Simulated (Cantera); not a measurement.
Feed: 1 mol SiH2Cl2, 0.16 mol O3, 2.5 mol H2, 0.28 mol NO, at 925 °C and 7.50 Torr.

Equilibrium computed with Cantera from the NASA thermochemical tables; the gas is ideal and each condensed phase is pure. Candidate condensed phases: H2O, NH4Cl, Si, SiO2, Si2N2O, Si3N4; 47 gas species. Mutual solubility and eutectic melting of coexisting phases are not modelled. The tables' values for SiCl3 are old estimates; treat these amounts as uncertain. The tables hold silica as quartz up to 1696 K and as liquid above; real silica turns to tridymite and cristobalite and melts near 1996 K. Rates play no part.

Base state: H2 0.750, HCl 0.152, SiCl4 0.0542, SiCl2 0.0236, SiCl3 0.0120, SiHCl3 0.00720, SiH2Cl2 0.000125, SiO 2.90e-5 (mole fractions); condensed: SiO2(β-quartz) + Si2N2O(s).

Task: What changes in the equilibrium state with this change: NO from 0.28 to 1.3 mol?

Result: 
```tsv
species	before	after
H2	0.750	0.493
HCl	0.152	0.394
N2	2.41e-9	0.114
SiCl2	0.0236	1.85e-6
SiCl3	0.0120	3.01e-6
SiCl4	0.0542	4.32e-5
SiH2Cl2	0.000125	6.41e-9
SiHCl3	0.00720	1.46e-6
SiO	2.90e-5	8.03e-8
H2O	7.40e-8	1.75e-5
SiO2(β-quartz), mol	0.310	0.853
Si2N2O(s), mol	0.140	0.0732
```
